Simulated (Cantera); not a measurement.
Cantera run:

```python
import numpy as np
import cantera as ct

gas_names = """
    C CH CH2 CH3 CH2OH CH3O CH4 CH3OH CO CO2 COOH C2 C2H CHCO,ketyl C2H2,acetylene C2H2,vinylidene
    CH2CO,ketene C2H3,vinyl CH3CO,acetyl C2H4 C2H4O,ethylen CH3CHO,ethanal CH3COOH (HCOOH)2 C2H5 C2H6
    CH3OCH3 C2H5OH C2O C3 C3H3,propargyl C3H4,allene C3H4,propyne C3H4,cyclo- C3H5,allyl C3H6,propylene
    C3H6,cyclo- C3H6O C3H7,n-propyl C3H7,i-propyl C3H8 C3H8O,1propanol C3H8O,2propanol C3O2 C4 C4H2
    C4H4,1,3-cyclo- C4H6,butadiene C4H6,2-butyne C4H6,cyclo- C4H8,1-butene C4H8,cis2-buten
    C4H8,tr2-butene C4H8,isobutene C4H8,cyclo- (CH3COOH)2 C4H9,n-butyl C4H9,i-butyl C4H9,s-butyl
    C4H9,t-butyl C4H10,isobutane C4H10,n-butane C5 C5H6,1,3cyclo- C5H8,cyclo- C5H10,1-pentene
    C5H10,cyclo- C5H11,pentyl C5H11,t-pentyl C5H12,n-pentane C5H12,i-pentane CH3C(CH3)2CH3 C6H2
    C6H5,phenyl C6H5O,phenoxy C6H6 C6H5OH,phenol C6H10,cyclo- C6H12,1-hexene C6H12,cyclo- C6H13,n-hexyl
    C7H7,benzyl C7H8 C7H8O,cresol C7H14,1-heptene C7H15,n-heptyl C7H16,n-heptane C8H8,styrene
    C8H10,ethylbenz C8H16,1-octene C8H17,n-octyl C8H18,isooctane C8H18,n-octane C9H19,n-nonyl
    C10H8,naphthale C10H21,n-decyl C12H9,o-bipheny C12H10,bipheny H HCO HO2 H2 HCHO,formaldehy HCOOH H2O
    H2O2 O OH O2 O3 Pb PbO Pb2
""".split()
cond_names = """
    C(gr) C6H6(L) C7H8(L) C8H18(L),n-octa H2O(s) H2O(L) Pb(cr) Pb(L) PbO(rd) PbO(yw) PbO(L) PbO2(s)
    Pb3O4(s)
""".split()


def load(file, names, dense=False):
    # The tables refer to 1 bar. Condensed volumes are neglected.
    table = {s.name: s for s in ct.Species.list_from_file(file)}
    out = []
    for n in names:
        d = dict(table[n].input_data)
        d["thermo"] = dict(d["thermo"], **{"reference-pressure": 1e5})
        if dense:
            d["equation-of-state"] = {"model": "constant-volume", "density": "1e6 g/cm^3"}
        out.append(ct.Species.from_dict(d))
    return out


gas = ct.Solution(thermo="ideal-gas", species=load("nasa_gas.yaml", gas_names))
cond = {s.name: ct.Solution(thermo="fixed-stoichiometry", species=[s], name=s.name)
        for s in load("nasa_condensed.yaml", cond_names, dense=True)}
atoms = {
    'Pb': {'Pb': 1},
    'CO': {'C': 1, 'O': 1},
    'H2': {'H': 2},
}
top_T = {'C(gr)': 4500, 'Pb3O4(s)': 820}  # K; cautious upper limits of use, not melting points


def equilibrate(T, P, feed):
    n = {}
    for name, mol in feed.items():
        for a, k in atoms[name].items():
            n[a] = n.get(a, 0.0) + k * mol
    gas.TPX = T, P, n
    mass = sum(n.values()) * gas.mean_molecular_weight
    gas.equilibrate("TP")
    valid = [c for c in cond.values() if c.min_temp <= T <= top_T.get(c.name, c.max_temp)]
    mix = ct.Mixture([(gas, mass / gas.mean_molecular_weight)] + [(c, 0.0) for c in valid])
    mix.T, mix.P = T, P
    mix.equilibrate("TP", solver="vcs", rtol=1e-11, max_steps=5000)
    return mix


results = []
feed = {'Pb': 1, 'CO': 4.9, 'H2': 3.3}  # mol
P = 51  # Pa
for T in [700, 750, 800, 850, 900, 950, 1000, 1050, 1100, 1150]:
    mix = equilibrate(T, P, feed)
    results.append((T, P, feed, dict(zip(mix.species_names, mix.species_moles))))

top = {s: max(r[3][s] / sum(r[3][g] for g in gas_names) for r in results) for s in gas_names}
cols = sorted((s for s in top if top[s] > 1e-05), key=lambda s: -top[s])[:5]
seen = [c for c in cond_names if any(r[3].get(c, 0) > 1e-12 for r in results)]
print("log10 of partial pressures in bar; condensed amounts in mol")
print(f"{'T/K':>10s}" + "".join(f"{s[:9]:>10s}" for s in cols + seen))
for T, P, feed, n in results:
    ng = sum(n[g] for g in gas_names)
    print(f"{T:10.4g}" + "".join(f"{np.log10(max(n[s] / ng * P / 1e5, 1e-99)):10.3f}" for s in cols)
          + "".join(f"{n.get(c, 0):10.4g}" for c in seen))
```

Output:

```
log10 of partial pressures in bar; condensed amounts in mol
       T/K        CO        H2       CO2        Pb       H2O     C(gr)     Pb(L)
       700    -3.802    -3.628    -3.998    -8.953    -4.798     1.516         1
       750    -3.597    -3.665    -4.449    -8.023    -5.303    0.6019    0.9999
       800    -3.534    -3.683    -5.074    -7.212    -5.847    0.1546     0.999
       850    -3.520    -3.687    -5.708    -6.497    -6.359   0.03797    0.9949
       900    -3.518    -3.689    -6.290    -5.864    -6.822   0.01048     0.978
       950    -3.521    -3.692    -6.818    -5.298    -7.242  0.003286    0.9183
      1000    -3.530    -3.702    -7.307    -4.791    -7.635  0.001142    0.7311
      1050    -3.558    -3.729    -7.785    -4.332    -8.028 0.0004206    0.1769
      1100    -3.566    -3.738    -8.186    -4.256    -8.352 0.0001759         0
      1150    -3.566    -3.738    -8.536    -4.256    -8.633 8.015e-05         0
```

Cantera equilibrium calculation (NASA polynomials, part measured and part estimated; ideal gas, pure solids and liquids).
